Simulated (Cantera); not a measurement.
Input: 1 mol Si3H8, 4.7 mol HCl, 10 mol H2, held at 1448 K and 77.0 mbar.

Method: chemical equilibrium by Gibbs-energy minimisation in Cantera with the NASA 1993 tables (ideal gas, pure condensed phases). Candidate condensed phases: Si; 19 gas species. The feed counts by its element totals alone. The tables' values for SiCl3 are old estimates; treat these amounts as uncertain. Equilibrium is a limit: real reactors are often held back by kinetics, nucleation or transport.

Base state: H2 0.822, HCl 0.116, SiCl2 0.0505, SiCl3 0.00632, SiCl4 0.00291, SiHCl3 0.00176, SiH2Cl2 0.000165, H 3.01e-5 (mole fractions); condensed: Si(s).

### Question
What changes in the equilibrium state with this change: temperature from 1448 K to 1123.15 K?

### Answer
```csv
species,before,after
H2,0.822,0.894
HCl,0.116,0.0435
SiCl4,0.00291,0.0396
SiCl2,0.0505,0.00448
SiHCl3,0.00176,0.0140
H,3.01e-5,1.46e-7
SiH2Cl2,0.000165,0.000603
SiCl3,0.00632,0.00378
"Si(s), mol",1.86,1.89
```

### Question
What changes in the equilibrium state with this change: temperature from 1448 K to 1525 K?

### Answer
```csv
species,before,after
H2,0.822,0.818
HCl,0.116,0.119
SiCl2,0.0505,0.0567
SiCl4,0.00291,0.00102
H,3.01e-5,7.71e-5
SiHCl3,0.00176,0.000789
SiH2Cl2,0.000165,9.87e-5
SiCl3,0.00632,0.00441
"Si(s), mol",1.86,1.83
```

### Question
What changes in the equilibrium state with this change: temperature from 1448 K to 1325 K?

### Answer
| species | before | after |
|---|---|---|
| H2 | 0.822 | 0.842 |
| HCl | 0.116 | 0.0993 |
| SiCl2 | 0.0505 | 0.0321 |
| SiCl4 | 0.00291 | 0.0126 |
| H | 3.01e-5 | 5.41e-6 |
| SiHCl3 | 0.00176 | 0.00549 |
| SiH2Cl2 | 0.000165 | 0.000342 |
| Si(s), mol | 1.86 | 1.92 |
